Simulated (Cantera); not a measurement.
Charge: 1 mol Al, 16 mol NH3, 160 mol N2, at 1050 K and 1.33 mbar.

Cantera equilibrium calculation (NASA polynomials, part measured and part estimated; ideal gas, pure solids and liquids). Candidate condensed phases: Al, AlN; 13 gas species. Equilibrium is a limit: real reactors are often held back by kinetics, nucleation or transport.

Base state: N2 0.875, H2 0.125 (mole fractions); condensed: AlN(s).

Q: What changes in the equilibrium state with this change: temperature from 1050 K to 1773 K?

A: 
| species | before | after |
|---|---|---|
| N2 | 0.875 | 0.871 |
| H2 | 0.125 | 0.123 |
| Al | <1e-9 | 0.00347 |
| H | 7.86e-8 | 0.00273 |
| AlH | <1e-9 | 2.18e-5 |
| AlN(s), mol | 1.00 | 0.326 |
